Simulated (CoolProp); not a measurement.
Properties of R1132(E) along the isobar 441 kPa.

The numbers come from the reference Helmholtz-energy equation of state, Akasaka 2024 in CoolProp.

```json
[
 {"T (K)": "265", "phase": "gas", "density (kg/m³)": "13.94", "Joule-Thomson coefficient (K/MPa)": "23.86", "isothermal compressibility (1/MPa)": "2.484", "expansivity (1/kK)": "5.011", "fugacity coefficient": "0.9253"},
 {"T (K)": "269", "phase": "gas", "density (kg/m³)": "13.67", "Joule-Thomson coefficient (K/MPa)": "22.72", "isothermal compressibility (1/MPa)": "2.470", "expansivity (1/kK)": "4.856", "fugacity coefficient": "0.9290"},
 {"T (K)": "273", "phase": "gas", "density (kg/m³)": "13.41", "Joule-Thomson coefficient (K/MPa)": "21.66", "isothermal compressibility (1/MPa)": "2.457", "expansivity (1/kK)": "4.713", "fugacity coefficient": "0.9325"},
 {"T (K)": "277.1", "phase": "gas", "density (kg/m³)": "13.16", "Joule-Thomson coefficient (K/MPa)": "20.65", "isothermal compressibility (1/MPa)": "2.445", "expansivity (1/kK)": "4.577", "fugacity coefficient": "0.9358"},
 {"T (K)": "281.1", "phase": "gas", "density (kg/m³)": "12.92", "Joule-Thomson coefficient (K/MPa)": "19.73", "isothermal compressibility (1/MPa)": "2.435", "expansivity (1/kK)": "4.455", "fugacity coefficient": "0.9389"},
 {"T (K)": "285.1", "phase": "gas", "density (kg/m³)": "12.70", "Joule-Thomson coefficient (K/MPa)": "18.87", "isothermal compressibility (1/MPa)": "2.425", "expansivity (1/kK)": "4.341", "fugacity coefficient": "0.9417"},
 {"T (K)": "289.1", "phase": "gas", "density (kg/m³)": "12.48", "Joule-Thomson coefficient (K/MPa)": "18.06", "isothermal compressibility (1/MPa)": "2.417", "expansivity (1/kK)": "4.234", "fugacity coefficient": "0.9444"},
 {"T (K)": "293.2", "phase": "gas", "density (kg/m³)": "12.27", "Joule-Thomson coefficient (K/MPa)": "17.29", "isothermal compressibility (1/MPa)": "2.408", "expansivity (1/kK)": "4.132", "fugacity coefficient": "0.9470"},
 {"T (K)": "297.2", "phase": "gas", "density (kg/m³)": "12.07", "Joule-Thomson coefficient (K/MPa)": "16.58", "isothermal compressibility (1/MPa)": "2.401", "expansivity (1/kK)": "4.038", "fugacity coefficient": "0.9493"},
 {"T (K)": "301.2", "phase": "gas", "density (kg/m³)": "11.88", "Joule-Thomson coefficient (K/MPa)": "15.92", "isothermal compressibility (1/MPa)": "2.394", "expansivity (1/kK)": "3.950", "fugacity coefficient": "0.9516"},
 {"T (K)": "305.2", "phase": "gas", "density (kg/m³)": "11.69", "Joule-Thomson coefficient (K/MPa)": "15.29", "isothermal compressibility (1/MPa)": "2.388", "expansivity (1/kK)": "3.866", "fugacity coefficient": "0.9537"},
 {"T (K)": "309.3", "phase": "gas", "density (kg/m³)": "11.51", "Joule-Thomson coefficient (K/MPa)": "14.69", "isothermal compressibility (1/MPa)": "2.382", "expansivity (1/kK)": "3.786", "fugacity coefficient": "0.9557"},
 {"T (K)": "313.3", "phase": "gas", "density (kg/m³)": "11.34", "Joule-Thomson coefficient (K/MPa)": "14.14", "isothermal compressibility (1/MPa)": "2.376", "expansivity (1/kK)": "3.711", "fugacity coefficient": "0.9576"},
 {"T (K)": "317.3", "phase": "gas", "density (kg/m³)": "11.18", "Joule-Thomson coefficient (K/MPa)": "13.61", "isothermal compressibility (1/MPa)": "2.371", "expansivity (1/kK)": "3.640", "fugacity coefficient": "0.9594"},
 {"T (K)": "321.3", "phase": "gas", "density (kg/m³)": "11.02", "Joule-Thomson coefficient (K/MPa)": "13.12", "isothermal compressibility (1/MPa)": "2.366", "expansivity (1/kK)": "3.573", "fugacity coefficient": "0.9610"},
 {"T (K)": "325.4", "phase": "gas", "density (kg/m³)": "10.86", "Joule-Thomson coefficient (K/MPa)": "12.64", "isothermal compressibility (1/MPa)": "2.361", "expansivity (1/kK)": "3.507", "fugacity coefficient": "0.9627"}
]
```
